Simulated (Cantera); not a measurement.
Feed: 1 mol Zr, 0.012 mol H2O, 11 mol H2, held at 2375 K and 100000 Pa.

Method: chemical equilibrium by Gibbs-energy minimisation in Cantera with the NASA 1993 tables (ideal gas, pure condensed phases). Candidate condensed phases: H2O, Zr, ZrO2; 12 gas species. Mutual solubility and eutectic melting of coexisting phases are not modelled. Condensed phases not in the tables: N, O or C dissolved in the metal. Equilibrium is a limit: real reactors are often held back by kinetics, nucleation or transport.

Base state: H2 0.986, H 0.0140, H2O 1.74e-5, ZrO 1.60e-5 (mole fractions); condensed: Zr(l) + ZrO2(tetragonal).

### Question
What changes in the equilibrium state with this change: pressure from 100000 Pa to 133 Pa?

### Answer
```
species                 before     after
---------------------  -------  --------
H2                       0.986     0.680
H                       0.0140     0.319
ZrO                    1.60e-5  0.000913
Zr                     6.47e-7  0.000486
H2O                    1.74e-5   9.11e-7
Zr(l), mol               0.994     0.982
ZrO2(tetragonal), mol  0.00581         0
```
